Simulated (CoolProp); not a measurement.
Vapour-liquid equilibrium of CH2F2 (R32) (1) + methanol (2) at 1.42 bar; x and y are mole fractions of (1).

The numbers come from the multi-fluid Helmholtz-energy mixture model, Tillner-Roth 1997 and de Reuck 1993; pair parameters Bell 2016 in CoolProp.

```
x     bubble temperature, mixture model (K)  bubble temperature, Raoult's law (K)  y, mixture model  y, Raoult's law
----  -------------------------------------  ------------------------------------  ----------------  ---------------
0.05                                  273.9                                 309.6             0.970            0.799
0.2                                   240.0                                 268.5             0.998            0.983
0.35                                  233.9                                 253.0             0.999            0.995
0.5                                   232.5                                 244.0             0.999            0.998
0.65                                  232.1                                 237.8             0.999            0.999
0.8                                   231.3                                 233.2             0.999            1.000
0.95                                  229.4                                 229.4             1.000            1.000
```

The largest gap from Raoult's law is -35.7 K in bubble temperature, at x = 0.05. No azeotrope shows between x = 0.05 and 0.95.

The pair parameters rest on a limited set of measurements; away from them the model extrapolates. With so large a gap from Raoult's law the liquid may split in two, which this calculation doesn't test in full.
